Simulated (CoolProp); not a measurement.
Vapour-liquid equilibrium of CH2F2 (R32) (1) + R123 (2) at 269.7 K; x and y are mole fractions of (1).

The numbers come from the multi-fluid Helmholtz-energy mixture model, Tillner-Roth 1997 and Younglove 1994; pair parameters Bell 2016 in CoolProp.

| x | bubble pressure, mixture model (MPa) | bubble pressure, Raoult's law (MPa) | y, mixture model | y, Raoult's law |
|---|---|---|---|---|
| 0.05 | 0.07628 | 0.06277 | 0.644 | 0.579 |
| 0.15 | 0.1696 | 0.1327 | 0.849 | 0.822 |
| 0.25 | 0.2547 | 0.2026 | 0.906 | 0.897 |
| 0.35 | 0.3296 | 0.2725 | 0.933 | 0.934 |
| 0.45 | 0.3952 | 0.3424 | 0.949 | 0.955 |
| 0.55 | 0.4539 | 0.4123 | 0.960 | 0.970 |
| 0.65 | 0.5090 | 0.4822 | 0.969 | 0.980 |
| 0.75 | 0.5642 | 0.5522 | 0.977 | 0.987 |
| 0.85 | 0.6232 | 0.6221 | 0.986 | 0.993 |
| 0.95 | 0.6898 | 0.6920 | 0.995 | 0.998 |

The largest gap from Raoult's law is +27.8 % in bubble pressure, at x = 0.15. No azeotrope shows between x = 0.05 and 0.95.

The pair parameters rest on a limited set of measurements; away from them the model extrapolates.
